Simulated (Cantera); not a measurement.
A Cantera script and what it prints.

```python
import numpy as np
import cantera as ct

gas_names = """
    C CN CO CO2 C2 CCN CNC C2N2 C2O C3 C3O2 C4 C4N2 C5 Fe FeC5O5 FeO N NCO NO NO2 NO3 N2 N2O O O2 O3
""".split()
cond_names = """
    C(gr) Fe(a) Fe(c) Fe(d) Fe(L) FeC5O5(L) FeO(s) FeO(L) Fe2O3(s) Fe3O4(s)
""".split()


def load(file, names, dense=False):
    # The tables refer to 1 bar. Condensed volumes are neglected.
    table = {s.name: s for s in ct.Species.list_from_file(file)}
    out = []
    for n in names:
        d = dict(table[n].input_data)
        d["thermo"] = dict(d["thermo"], **{"reference-pressure": 1e5})
        if dense:
            d["equation-of-state"] = {"model": "constant-volume", "density": "1e6 g/cm^3"}
        out.append(ct.Species.from_dict(d))
    return out


gas = ct.Solution(thermo="ideal-gas", species=load("nasa_gas.yaml", gas_names))
cond = {s.name: ct.Solution(thermo="fixed-stoichiometry", species=[s], name=s.name)
        for s in load("nasa_condensed.yaml", cond_names, dense=True)}
atoms = {
    'Fe2O3': {'Fe': 2, 'O': 3},
    'C': {'C': 1},
    'N2': {'N': 2},
}
top_T = {'C(gr)': 4500, 'Fe2O3(s)': 1830, 'Fe3O4(s)': 1870}  # K; cautious upper limits of use, not melting points


def equilibrate(T, P, feed):
    n = {}
    for name, mol in feed.items():
        for a, k in atoms[name].items():
            n[a] = n.get(a, 0.0) + k * mol
    gas.TPX = T, P, n
    mass = sum(n.values()) * gas.mean_molecular_weight
    gas.equilibrate("TP")
    valid = [c for c in cond.values() if c.min_temp <= T <= top_T.get(c.name, c.max_temp)]
    mix = ct.Mixture([(gas, mass / gas.mean_molecular_weight)] + [(c, 0.0) for c in valid])
    mix.T, mix.P = T, P
    mix.equilibrate("TP", solver="vcs", rtol=1e-11, max_steps=5000)
    return mix


results = []
T = 1723  # K
P = 1000  # Pa
for m in [0.54, 0.74, 0.95, 1.2, 1.4, 1.6, 1.8, 2, 2.2, 2.4, 2.6, 2.8, 3]:
    feed = {'Fe2O3': 1, 'C': m, 'N2': 16}  # mol
    mix = equilibrate(T, P, feed)
    results.append((T, P, feed, dict(zip(mix.species_names, mix.species_moles))))

top = {s: max(r[3][s] / sum(r[3][g] for g in gas_names) for r in results) for s in gas_names}
cols = sorted((s for s in top if top[s] > 0.0001), key=lambda s: -top[s])[:9]
seen = [c for c in cond_names if any(r[3].get(c, 0) > 1e-12 for r in results)]
print("log10 of partial pressures in bar; condensed amounts in mol")
print(f"{'n(C)':>10s}" + "".join(f"{s[:9]:>10s}" for s in cols + seen))
for T, P, feed, n in results:
    ng = sum(n[g] for g in gas_names)
    print(f"{feed['C']:10.4g}" + "".join(f"{np.log10(max(n[s] / ng * P / 1e5, 1e-99)):10.3f}" for s in cols)
          + "".join(f"{n.get(c, 0):10.4g}" for c in seen))
```

It prints:

```
log10 of partial pressures in bar; condensed amounts in mol
      n(C)        N2        CO       CO2        Fe     Fe(d)    FeO(L)
      0.54    -2.014    -4.309    -3.557    -6.669         0         2
      0.74    -2.020    -3.546    -3.803    -5.660         0     1.996
      0.95    -2.025    -3.306    -4.183    -5.040   0.04581     1.939
       1.2    -2.032    -3.211    -4.088    -5.040    0.3249     1.659
       1.4    -2.037    -3.149    -4.026    -5.040    0.5481     1.436
       1.6    -2.042    -3.096    -3.973    -5.040    0.7714     1.212
       1.8    -2.047    -3.050    -3.927    -5.040    0.9946    0.9891
         2    -2.052    -3.009    -3.886    -5.040     1.218    0.7656
       2.2    -2.056    -2.972    -3.849    -5.040     1.441    0.5422
       2.4    -2.061    -2.939    -3.816    -5.040     1.664    0.3188
       2.6    -2.066    -2.909    -3.786    -5.040     1.888   0.09536
       2.8    -2.070    -2.860    -3.974    -5.040     1.983         0
         3    -2.075    -2.802    -9.179    -5.040     1.983         0
```

These are equilibrium values from Cantera (NASA tables, ideal gas, pure condensed phases), not measurements of a reactor. Mutual solubility and eutectic melting of coexisting phases are not modelled. The tables' stoichiometric FeO is somewhat more stable than real wüstite, so its field is too wide. FeO: taken at fixed stoichiometry.
